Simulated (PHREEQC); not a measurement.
Make-up at 20 °C: 0.0052 mol FeCl3, 0.015 mol Na2SeO4 and 0.022 mol Na2SO4 per kg of water. Closed to the air; pH follows from the charge balance.

Equilibrium calculation in PHREEQC: ion-association model, wateq4f.dat.

| quantity | before | after |
|---|---|---|
| pH | 3.13 | 3.75 |
| ionic strength (mol/kgw) | 0.113 | 0.107 |
| FeSO4+ (mol/kgw) | 0.00312 | 0.000190 |
| NaSO4- (mol/kgw) | 0.00196 | 0.00243 |
| FeOH+2 (mol/kgw) | 0.000782 | 0.000157 |
| SI of Mirabilite (Na2SO4:10H2O) | -3.41 | -3.31 |
| SI of Halite (NaCl) | -4.75 | -5.75 |

Question: Name the change that produced these shifts.
A) FeCl3 from 0.0052 to 0.00052 mol/kgw
B) diluted 100-fold with water
C) Na2SeO4 from 0.015 to 0.0225 mol/kgw
D) Na2SeO4 left out
E) 0.001 mol/kgw LiOH added

Answer: A, FeCl3 from 0.0052 to 0.00052 mol/kgw

Precipitation was switched off in this run. Some of these states are supersaturated (in Jarosite-Na, Fe(OH)3(a), for instance).
